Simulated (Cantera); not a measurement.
Input (Python, Cantera):

```python
import numpy as np
import cantera as ct

gas = ct.Solution("h2o2.yaml")
gas.TPX = 1275, 1333, {'H2': 0.0054, 'O2': 1, 'H2O': 0.0066}
reactor = ct.IdealGasConstPressureReactor(gas, energy="off", clone=False)
net = ct.ReactorNet([reactor])
net.rtol, net.atol = 1e-08, 1e-18
show = ['H2', 'O2', 'HO2', 'H2O', 'H2O2']
times = np.geomspace(1e-06, 100, 11)

steps = ct.SolutionArray(gas, extra=["t"])
rows = []
print(f"{'t/s':>10s}{'T/K':>9s}{'P/Pa':>11s}" + "".join(f"{s:>11s}" for s in show))
for t in times:
    while net.time < t:
        t_next = net.step()
        steps.append(gas.state, t=t_next)
    rows.append([np.interp(t, steps.t, y) for y in (steps.T, steps.P, *steps(*show).X.T)])
    print(f"{t:10.3e}{rows[-1][0]:9.1f}{rows[-1][1]:11.4g}" + "".join(f"{x:11.3e}" for x in rows[-1][2:]))
rate = np.gradient(steps.T, steps.t)
print("integrator steps:", len(steps.t))
if steps.T.max() > steps.T[0] + 200:
    print(f"time of steepest temperature rise: {steps.t[rate.argmax()]:.4e} s")
gas.TPX = 1275, 1333, {'H2': 0.0054, 'O2': 1, 'H2O': 0.0066}
gas.equilibrate("TP")
print(f"equilibrium (TP): T = {gas.T:.1f} K  " + "  ".join(f"{s} {gas[s].X[0]:.3e}" for s in show))
```

It prints:

```
       t/s      T/K       P/Pa         H2         O2        HO2        H2O       H2O2
 1.000e-06   1275.0       1333  5.336e-03  9.881e-01  1.859e-11  6.522e-03  8.210e-18
 6.310e-06   1275.0       1333  5.336e-03  9.881e-01  1.173e-10  6.522e-03  3.269e-16
 3.981e-05   1275.0       1333  5.336e-03  9.881e-01  7.407e-10  6.522e-03  1.296e-14
 2.512e-04   1275.0       1333  5.336e-03  9.881e-01  4.676e-09  6.522e-03  5.087e-13
 1.585e-03   1275.0       1333  5.336e-03  9.881e-01  2.959e-08  6.522e-03  1.862e-11
 1.000e-02   1275.0       1333  2.077e-03  9.851e-01  7.458e-07  9.107e-03  3.411e-08
 6.310e-02   1275.0       1333  2.284e-05  9.838e-01  4.977e-07  1.141e-02  1.550e-08
 3.981e-01   1275.0       1333  1.004e-05  9.862e-01  3.177e-07  1.161e-02  1.197e-08
 2.512e+00   1275.0       1333  1.068e-06  9.879e-01  7.408e-08  1.181e-02  3.975e-09
 1.585e+01   1275.0       1333  6.071e-08  9.881e-01  1.015e-08  1.187e-02  4.705e-10
 1.000e+02   1275.0       1333  7.175e-09  9.881e-01  1.018e-08  1.188e-02  7.368e-11
integrator steps: 1802
equilibrium (TP): T = 1275.0 K  H2 5.754e-09  O2 9.881e-01  HO2 1.101e-08  H2O 1.188e-02  H2O2 6.154e-11
```

Model: the H2/O2 subset of GRI-Mech 3.0, which has no nitrogen chemistry, integrated in Cantera. Radical loss at walls, strong at low pressure, is not modelled.
